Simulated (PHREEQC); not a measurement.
Synthetic water in mmol/kgw, 93 °C, pH 1.9, pe 9.5:

```csv
constituent,mmol/kgw
Na,7.1
K,0.192
Ca,0.402
Mg,2.39
Cl,4.18
S(6),17.1
Zn,0.00167
Cu(2),0.00295
```

Valence states are taken as typed.

Equilibrium calculation in PHREEQC: ion-association model, phreeqc.dat.

This is a speciation only: nothing precipitates in the calculation.

Question: Order these Cu species by the share of Cu that they hold, largest first: CuCl+, Cu+2, CuSO4.

Answer: Cu+2 (77 %), CuSO4 (17 %), CuCl+ (6.5 %)

The pH is 1.90 and the ionic strength 0.0290 mol/kgw. Constants without temperature data keep their 25 °C values here.
